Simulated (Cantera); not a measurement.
A Cantera script and its output.

```python
import numpy as np
import cantera as ct

gas = ct.Solution("gri30.yaml")
gas.TPX = 1800, 16000, {'CH4': 1, 'CO2': 2.4, 'H2': 0.99}
reactor = ct.IdealGasConstPressureReactor(gas, energy="off", clone=False)
net = ct.ReactorNet([reactor])
net.rtol, net.atol = 1e-08, 1e-18
show = ['CH4', 'CO2', 'H2', 'C2H4', 'H', 'C2H2']
times = np.geomspace(1e-05, 1, 13)

steps = ct.SolutionArray(gas, extra=["t"])
rows = []
print(f"{'t/s':>10s}{'T/K':>9s}{'P/Pa':>11s}" + "".join(f"{s:>11s}" for s in show))
for t in times:
    while net.time < t:
        t_next = net.step()
        steps.append(gas.state, t=t_next)
    rows.append([np.interp(t, steps.t, y) for y in (steps.T, steps.P, *steps(*show).X.T)])
    print(f"{t:10.3e}{rows[-1][0]:9.1f}{rows[-1][1]:11.4g}" + "".join(f"{x:11.3e}" for x in rows[-1][2:]))
rate = np.gradient(steps.T, steps.t)
print("integrator steps:", len(steps.t))
if steps.T.max() > steps.T[0] + 200:
    print(f"time of steepest temperature rise: {steps.t[rate.argmax()]:.4e} s")
gas.TPX = 1800, 16000, {'CH4': 1, 'CO2': 2.4, 'H2': 0.99}
gas.equilibrate("TP")
print(f"equilibrium (TP): T = {gas.T:.1f} K  " + "  ".join(f"{s} {gas[s].X[0]:.3e}" for s in show))
```

It prints:

```
       t/s      T/K       P/Pa        CH4        CO2         H2       C2H4          H       C2H2
 1.000e-05   1800.0    1.6e+04  2.277e-01  5.467e-01  2.255e-01  5.220e-09  4.791e-06  3.908e-12
 2.610e-05   1800.0    1.6e+04  2.276e-01  5.466e-01  2.256e-01  1.305e-07  9.522e-06  2.938e-10
 6.813e-05   1800.0    1.6e+04  2.273e-01  5.465e-01  2.256e-01  2.642e-06  2.184e-05  1.889e-08
 1.778e-04   1800.0    1.6e+04  2.265e-01  5.460e-01  2.257e-01  4.706e-05  5.302e-05  1.234e-06
 4.642e-04   1800.0    1.6e+04  2.232e-01  5.434e-01  2.259e-01  6.680e-04  1.220e-04  7.918e-05
 1.212e-03   1800.0    1.6e+04  2.069e-01  5.288e-01  2.313e-01  4.092e-03  2.034e-04  2.646e-03
 3.162e-03   1800.0    1.6e+04  1.637e-01  4.811e-01  2.499e-01  4.841e-03  2.358e-04  1.889e-02
 8.254e-03   1800.0    1.6e+04  1.004e-01  3.841e-01  2.556e-01  2.087e-03  2.657e-04  4.571e-02
 2.154e-02   1800.0    1.6e+04  4.009e-02  2.387e-01  2.134e-01  5.637e-04  2.949e-04  6.759e-02
 5.623e-02   1800.0    1.6e+04  1.204e-02  1.362e-01  1.878e-01  1.308e-04  3.852e-04  6.599e-02
 1.468e-01   1800.0    1.6e+04  8.173e-03  1.046e-01  2.268e-01  6.751e-05  4.347e-04  4.193e-02
 3.831e-01   1800.0    1.6e+04  5.217e-03  7.983e-02  2.719e-01  2.736e-05  4.591e-04  1.717e-02
 1.000e+00   1800.0    1.6e+04  1.811e-03  6.539e-02  3.028e-01  3.947e-06  4.700e-04  2.601e-03
integrator steps: 1275
equilibrium (TP): T = 1800.0 K  CH4 4.947e-10  CO2 6.215e-02  H2 3.107e-01  C2H4 1.105e-16  H 5.025e-04  C2H2 9.575e-14
```

Detailed kinetics in Cantera: GRI-Mech 3.0 (53 species, 325 reactions).
